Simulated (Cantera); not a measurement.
Cantera run:

```python
import numpy as np
import cantera as ct

gas_names = [...]  # 109 gases of nasa_gas.yaml made of C, Cl, H, Si
cond_names = """
    C(gr) C6H6(L) C7H8(L) C8H18(L),n-octa Si(cr) Si(L) SiC(b)
""".split()


# ... load() reads the species with a 1 bar reference pressure and builds the phases ...
atoms = {
    'CH3Cl': {'C': 1, 'H': 3, 'CL': 1},
    'Si': {'Si': 1},
    'H2': {'H': 2},
}
top_T = {'C(gr)': 4500, 'SiC(b)': 3050}  # K; cautious upper limits of use, not melting points


# ... equilibrate(T, P, feed) seeds the gas with the atoms and calls Mixture.equilibrate('TP', solver="vcs", rtol=1e-11, max_steps=5000) ...
results = []
feed = {'CH3Cl': 1, 'Si': 0.029, 'H2': 0.36}  # mol
P = 1400  # Pa
for T in [700, 850, 1000, 1150, 1300, 1450, 1600, 1750, 1900, 2050, 2200, 2350, 2500]:
    mix = equilibrate(T, P, feed)
    results.append((T, P, feed, dict(zip(mix.species_names, mix.species_moles))))

top = {s: max(r[3][s] / sum(r[3][g] for g in gas_names) for r in results) for s in gas_names}
cols = sorted((s for s in top if top[s] > 1e-05), key=lambda s: -top[s])[:8]
seen = [c for c in cond_names if any(r[3].get(c, 0) > 1e-12 for r in results)]
print("log10 of partial pressures in bar; condensed amounts in mol")
print(f"{'T/K':>10s}" + "".join(f"{s[:9]:>10s}" for s in cols + seen))
for T, P, feed, n in results:
    ng = sum(n[g] for g in gas_names)
    print(f"{T:10.4g}" + "".join(f"{np.log10(max(n[s] / ng * P / 1e5, 1e-99)):10.3f}" for s in cols)
          + "".join(f"{n.get(c, 0):10.4g}" for c in seen))
```

Output:

```
log10 of partial pressures in bar; condensed amounts in mol
       T/K        H2       HCL         H        CL       CH4     SiCL4     SiCL2 C2H2,acet     C(gr)    SiC(b)
       700    -2.108    -2.259   -14.651   -14.753    -3.286    -3.743   -14.518   -16.109     0.917         0
       850    -2.073    -2.274   -11.725   -11.924    -4.352    -3.759   -10.488   -13.093    0.9926         0
      1000    -2.070    -2.275    -9.679    -9.915    -5.161    -3.765    -7.725   -11.013    0.9989         0
      1150    -2.070    -2.274    -8.162    -8.421    -5.772    -3.791    -5.726    -9.483    0.9997         0
      1300    -2.079    -2.257    -6.996    -7.248    -6.262    -4.111    -4.539    -8.318    0.9929  0.007018
      1450    -2.086    -2.245    -6.067    -6.315    -6.653    -4.898    -4.139    -7.398    0.9882   0.01172
      1600    -2.085    -2.251    -5.307    -5.575    -6.956    -5.615    -3.859    -6.645    0.9967  0.003194
      1750    -2.085    -2.255    -4.676    -4.958    -7.209    -6.355    -3.783    -6.024    0.9997         0
      1900    -2.087    -2.257    -4.144    -4.437    -7.424    -7.030    -3.777    -5.505    0.9989         0
      2050    -2.092    -2.265    -3.690    -3.994    -7.613    -7.621    -3.785    -5.066     0.997         0
      2200    -2.105    -2.282    -3.302    -3.617    -7.790    -8.173    -3.822    -4.696    0.9927         0
      2350    -2.132    -2.315    -2.970    -3.298    -7.974    -8.766    -3.950    -4.390    0.9833         0
      2500    -2.181    -2.375    -2.690    -3.035    -8.186    -9.525    -4.266    -4.147     0.965         0
```

Equilibrium computed with Cantera from the NASA thermochemical tables; the gas is ideal and each condensed phase is pure. The tables' values for SiCl3, SiCl are old estimates; treat these amounts as uncertain.
